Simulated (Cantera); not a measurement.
## Premixed flame

A freely propagating, adiabatic, planar premixed flame of 3.19 % C3H8, 19.5 % O2, 73.2 % N2, 4.15 % H2O, equivalence ratio 0.82, unburnt at 475 K and 0.640 bar; mixture-averaged transport, grid criteria slope 0.08 and curve 0.16, no radiation.

Cantera simulation using GRI-Mech 3.0 (53 species, 325 reactions); the numbers are that mechanism's predictions, not measurements. GRI-Mech 3.0 was tuned for natural gas; its chemistry of propane as a main component is partial and can be far from experiment. Burning velocities carry a grid error of a few per cent, more on coarse grids.

```
z (mm)  T (K)  u (m/s)    x C3H8    x O2   x H2O    x C2H2       x H    x HCN
------  -----  -------  --------  ------  ------  --------  --------  -------
-1.56     475    0.871    0.0319   0.195  0.0415     <1e-8     <1e-8    <1e-8
-1.04     476    0.874    0.0319   0.194  0.0417   1.47e-7     <1e-8    <1e-8
-0.778    481    0.884    0.0318   0.194  0.0423   8.93e-7     <1e-8    <1e-8
-0.518    513    0.948    0.0315   0.190  0.0461   7.86e-6   1.78e-8    <1e-8
-0.259    791     1.49    0.0255   0.165  0.0713  0.000114   2.83e-5  1.02e-7
-0.130   1152     2.22    0.0112   0.129   0.100  0.000342  0.000426  3.00e-7
0        1522     2.99  0.000589  0.0868   0.129  0.000590   0.00254  6.46e-7
0.130    1680     3.30   1.17e-6  0.0627   0.142  0.000118   0.00513  6.22e-7
0.259    1732     3.39     <1e-8  0.0532   0.145   4.72e-6   0.00641  2.86e-7
0.518    1795     3.49     <1e-8  0.0466   0.145     <1e-8   0.00659  4.08e-8
1.04     1873     3.62     <1e-8  0.0424   0.147     <1e-8   0.00513    <1e-8
2.07     1958     3.76     <1e-8  0.0395   0.152     <1e-8   0.00297    <1e-8
4.15     2031     3.88     <1e-8  0.0370   0.156     <1e-8   0.00140    <1e-8
```
x: mole fraction of selected species; z is measured from the peak of heat release.

| Property | Value |
|---|---|
| laminar burning velocity | 87.0 cm/s |
| thermal thickness | 0.518 mm |
| peak x(C2H2) | 0.000602 |
| peak x(H) | 0.00672 |
| peak x(HCN) | 7.22e-7 |
| grid points | 134 |
